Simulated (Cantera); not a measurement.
Charge: 1 mol CuO, 3.7 mol C, 1.6 mol H₂, at 1.00 Torr.

Equilibrium computed with Cantera from the NASA thermochemical tables; the gas is ideal and each condensed phase is pure. Candidate condensed phases: C, C₆H₆, C₇H₈, C₈H₁₈, Cu, CuO, Cu(OH)₂, Cu₂O, H₂O; 113 gas species. Kinetics and transport are ignored.

**Question.** At 1273 K, list the 4 most abundant gas species with their mole fractions, and the condensed phases.

**Answer.** H₂ 0.615, CO 0.385, Cu 6.18e-5, H 1.53e-5. Condensed: C(graphite) + Cu(s).
